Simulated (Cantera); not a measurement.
Feed: 1 mol Si, 1.1 mol Cl2, 15 mol H2, equilibrated at 950 K and 0.100 bar.

Cantera equilibrium calculation (NASA polynomials, part measured and part estimated; ideal gas, pure solids and liquids). Candidate condensed phases: Si; 19 gas species. The tables' values for SiCl3 are old estimates; treat these amounts as uncertain. Kinetics and transport are ignored.

Base state: H2 0.954, SiCl4 0.0241, SiHCl3 0.0112, HCl 0.00942, SiH2Cl2 0.000528, SiCl3 0.000320, SiCl2 0.000142 (mole fractions); condensed: Si(s).

Problem. What changes in the equilibrium state with this change: pressure from 0.100 bar to 11.0 bar?

Solution. 
```tsv
species	before	after
H2	0.954	0.954
SiHCl3	0.0112	0.0246
SiCl4	0.0241	0.0143
HCl	0.00942	0.00255
SiH3Cl	6.22e-6	0.000186
SiCl2	0.000142	1.05e-5
SiH2Cl2	0.000528	0.00427
SiCl3	0.000320	6.70e-5
Si(s), mol	0.437	0.330
```
